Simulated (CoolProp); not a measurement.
R227EA along the isotherm 289 K: fugacity coefficient from the reference equation and from simpler models built on Tc = 374.9 K, pc = 2.925 MPa, ω = 0.358; each cubic takes its own stable root.

Computed with CoolProp (reference Helmholtz-energy equation of state, Lemmon 2016).

```csv
p (MPa),phase,reference
0.00463,gas,0.9986
0.00781,gas,0.9977
0.0132,gas,0.9961
0.0222,gas,0.9934
0.0375,gas,0.9889
0.0633,gas,0.9813
0.107,gas,0.9684
0.18,gas,0.9467
0.304,gas,0.9099
0.514,liquid,0.6003
0.867,liquid,0.3622
1.46,liquid,0.2215
```

Task: How far does each simpler model (van der Waals, Soave-Redlich-Kwong, Peng-Robinson) lie from the reference over these 12 states: mean and median of the absolute difference, and the worst?

Result: 
- van der Waals: mean 28.4 %, median 1.0 %, worst +150.2 % at 289 K and 1.46 MPa
- Soave-Redlich-Kwong: mean 0.6 %, median 0.2 %, worst +2.1 % at 289 K and 1.46 MPa
- Peng-Robinson: mean 0.1 %, median 0.0 %, worst +0.4 % at 289 K and 0.304 MPa

At some of these states van der Waals gives the other phase, because its saturation line lies elsewhere.
